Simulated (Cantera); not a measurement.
Charge: 1 mol Si3N4, 0.017 mol O2, a varied amount of N2, at 4430 Torr.

Equilibrium computed with Cantera from the NASA thermochemical tables; the gas is ideal and each condensed phase is pure. Candidate condensed phases: Si, SiO2, Si2N2O, Si3N4; 16 gas species. Mutual solubility and eutectic melting of coexisting phases are not modelled. Kinetics and transport are ignored.

Stable condensed phases, one row left out:

```
T in K \ n(N2) in mol
          43  64  85 110 130 150 170 190 210 230 250 270
   2223    A   A   A   A   A   A   A   A   A   A   A   A
   2173    A   A   A   A   A   A   A   A   A   A   A   A
   2123    A   A   A   A   A   A   A   A   A   A   A   A
   2023    B   B   A   A   A   A   A   A   A   A   A   A
   1973    B   B   B   B   B   B   B   B   A   A   A   A
   1923    B   B   B   B   B   B   B   B   B   B   B   B
   1873    B   B   B   B   B   B   B   B   B   B   B   B
   1823    B   B   B   B   B   B   B   B   B   B   B   B
```

A: Si3N4; B: Si2N2O + Si3N4.

**Question.** Give the row for 2073 K.

**Answer.** 43: Si3N4; 64: Si3N4; 85: Si3N4; 110: Si3N4; 130: Si3N4; 150: Si3N4; 170: Si3N4; 190: Si3N4; 210: Si3N4; 230: Si3N4; 250: Si3N4; 270: Si3N4.
